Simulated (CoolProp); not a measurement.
Vapour-liquid equilibrium of cyclopropane (1) + R134a (2) at 292.7 K; x and y are mole fractions of (1).

Model: multi-fluid Helmholtz-energy mixture model, Polt 1992 and Tillner-Roth 1994; pair parameters Bell 2016, in CoolProp. This equation is an older, rougher fit; its heat capacities, sound speeds and derivatives of the liquid may be far off and weren't checked against measurements.

```csv
x,bubble pressure (bar),y at the bubble point,dew pressure at overall composition x (bar),liquid density (mol/L)
0.05,6.186,0.120,5.858,12.08
0.15,7.017,0.280,6.334,12.20
0.25,7.557,0.382,6.853,12.34
0.35,7.882,0.453,7.390,12.52
0.45,8.054,0.508,7.869,12.75
0.55,8.114,0.556,8.112,13.02
0.65,8.074,0.603,7.949,13.35
0.75,7.911,0.661,7.508,13.73
0.85,7.547,0.742,6.989,14.16
0.95,6.821,0.882,6.478,14.65
```

y crosses x between x = 0.55 and 0.65: the model has an azeotrope there.

Pair parameters are fitted to limited data, so mixtures are less certain than the pure fluids.
